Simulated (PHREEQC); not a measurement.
Synthetic water in mg/L, 55 °C, pH 3.78, pe 8.7:

| constituent | mg/L |
|---|---|
| Na | 102 |
| K | 16.5 |
| Ca | 78.9 |
| Mg | 63 |
| Cl | 157 |
| S(6) as SO4 | 471 |
| Zn | 0.19 |
| Pb | 8.58 |
| Cu(2) | 0.109 |

Valence states are taken as typed.

The numbers come from PHREEQC with the ion-association model, wateq4f.dat.

This is a speciation only: nothing precipitates in the calculation.

**Question.** What ionic strength, charge-balance error does the model give?

**Answer.** ionic strength 0.0180 mol/kgw; charge-balance error 0.4 %.

**Question.** In which forms is Mg present?

**Answer.** Mg+2 65 %, MgSO4 35 % of the Mg.

At this temperature some constants are extrapolated from 25 °C, and those without enthalpy data are left unchanged.
